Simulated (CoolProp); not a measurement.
The numbers come from the reference Helmholtz-energy equation of state, Lemmon 2006 in CoolProp. It is a short technical equation, of lower accuracy than the large ones.

Task: Give the vapour pressure (kPa), liquid density (kg/m³), vapour density (kg/m³), enthalpy of vaporisation (kJ/kg) of saturated C2F6 (R116) at 212.2, 223 K.

Result: 
```csv
T (K),p (kPa),liquid density (kg/m³),vapour density (kg/m³),enthalpy of vaporisation (kJ/kg)
212.2,234,1530,19.9,109
223,368,1470,30.8,103
```
